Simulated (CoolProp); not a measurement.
A single-stage vapour-compression cycle with propane: evaporating at 290.15 K (dew point), condensing at 357.15 K (bubble point), superheat 5 K, subcooling 5 K, compressor efficiency 0.8, no pressure losses. Each further row changes one setting.

Computed with CoolProp (reference Helmholtz-energy equation of state, Lemmon 2009).

```json
[
 {"case": "as stated", "cooling COP": "1.97", "pressure ratio": "4.37", "discharge temperature (K)": "373.7", "refrigerating effect (kJ/kg)": "170", "volumetric capacity (kJ/m³)": "2750"},
 {"case": "evaporating temperature 295.15 K", "cooling COP": "2.24", "pressure ratio": "3.83", "discharge temperature (K)": "372.8", "refrigerating effect (kJ/kg)": "175", "volumetric capacity (kJ/m³)": "3240"},
 {"case": "condensing temperature 352.15 K", "cooling COP": "2.32", "pressure ratio": "3.98", "discharge temperature (K)": "368.0", "refrigerating effect (kJ/kg)": "188", "volumetric capacity (kJ/m³)": "3050"},
 {"case": "subcooling 10 K", "cooling COP": "2.20", "pressure ratio": "4.37", "discharge temperature (K)": "373.7", "refrigerating effect (kJ/kg)": "189", "volumetric capacity (kJ/m³)": "3070"},
 {"case": "superheat 15 K", "cooling COP": "2.05", "pressure ratio": "4.37", "discharge temperature (K)": "382.1", "refrigerating effect (kJ/kg)": "189", "volumetric capacity (kJ/m³)": "2910"},
 {"case": "compressor efficiency 0.7", "cooling COP": "1.72", "pressure ratio": "4.37", "discharge temperature (K)": "377.8", "refrigerating effect (kJ/kg)": "170", "volumetric capacity (kJ/m³)": "2750"}
]
```
